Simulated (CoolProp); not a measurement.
Vapour-liquid equilibrium of carbon dioxide (1) + R143a (2) at 280.3 K; x and y are mole fractions of (1).

Values from CoolProp's multi-fluid Helmholtz-energy mixture model, Span 1996 and Lemmon and Jacobsen 2000; pair parameters Bell 2016.

```csv
x,"bubble pressure, mixture model (kPa)","bubble pressure, Raoult's law (kPa)","y, mixture model","y, Raoult's law"
0.05,894.4,940.7,0.157,0.223
0.15,1186,1283,0.397,0.490
0.25,1516,1625,0.560,0.645
0.35,1865,1968,0.670,0.746
0.45,2219,2310,0.748,0.817
0.55,2568,2652,0.806,0.869
0.65,2913,2994,0.854,0.910
0.75,3259,3337,0.895,0.942
0.85,3615,3679,0.936,0.969
0.95,3993,4021,0.978,0.990
```

The largest gap from Raoult's law is -7.6 % in bubble pressure, at x = 0.15. No azeotrope shows between x = 0.05 and 0.95.

Pair parameters are fitted to limited data, so mixtures are less certain than the pure fluids.
